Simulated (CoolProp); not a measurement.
Properties of methane along the isotherm 206.1 K (Tc = 190.6 K, pc = 4.599 MPa, ω = 0.011).

The numbers come from the reference Helmholtz-energy equation of state, Setzmann 1991 in CoolProp.

| p (MPa) | phase | density (kg/m³) | isothermal compressibility (1/MPa) | expansivity (1/kK) |
|---|---|---|---|---|
| 0.145 | gas | 1.369 | 6.955 | 4.976 |
| 0.213 | gas | 2.019 | 4.754 | 5.036 |
| 0.313 | gas | 2.985 | 3.255 | 5.126 |
| 0.46 | gas | 4.425 | 2.235 | 5.265 |
| 0.675 | gas | 6.581 | 1.544 | 5.480 |
| 0.991 | gas | 9.861 | … | 5.825 |
| 1.45 | gas | 14.89 | 0.7604 | 6.402 |
| 2.13 | gas | 23.01 | 0.5491 | … |
| 3.13 | gas | 36.93 | 0.4173 | 9.771 |
| 4.6 | supercritical | 64.69 | 0.3655 | … |
| 6.75 | supercritical | 153.8 | 0.3930 | 54.56 |
| 9.91 | supercritical | … | 0.05132 | 15.68 |
| 14.5 | supercritical | 280.2 | … | … |
| 21.3 | supercritical | 307.6 | 0.01007 | … |
| 31.3 | supercritical | 332.0 | 0.005949 | 3.925 |
| 46 | supercritical | 355.6 | 0.003745 | 2.967 |

Problem. Some entries are withheld; supply them.

Solution. 
- 0.991, isothermal compressibility (1/MPa): 1.075
- 2.13, expansivity (1/kK): 7.470
- 4.6, expansivity (1/kK): 16.88
- 9.91, density (kg/m³): 243.7
- 14.5, isothermal compressibility (1/MPa): 0.01937
- 14.5, expansivity (1/kK): 8.238
- 21.3, expansivity (1/kK): 5.436
